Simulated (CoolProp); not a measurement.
Properties of n-perfluorohexane along the isotherm 176.85 °C (Tc = 174.9 °C, pc = 1742 kPa, ω = 0.497).

The numbers come from the reference Helmholtz-energy equation of state, Gao 2022 in CoolProp.

```tsv
p (kPa)	phase	speed of sound (m/s)	isothermal compressibility (1/MPa)
311	gas	99.96	3.448
622	gas	92.40	1.891
933	gas	83.43	1.438
1240	gas	72.47	1.329
1550	gas	57.57	1.627
1870	supercritical	48.67	1.563
2180	supercritical	81.50	0.2461
2490	supercritical	101.2	0.1358
2800	supercritical	116.6	0.09433
3110	supercritical	129.5	0.07247
3420	supercritical	140.8	0.05893
3730	supercritical	150.9	0.04971
4040	supercritical	160.2	0.04302
4350	supercritical	168.8	0.03794
```
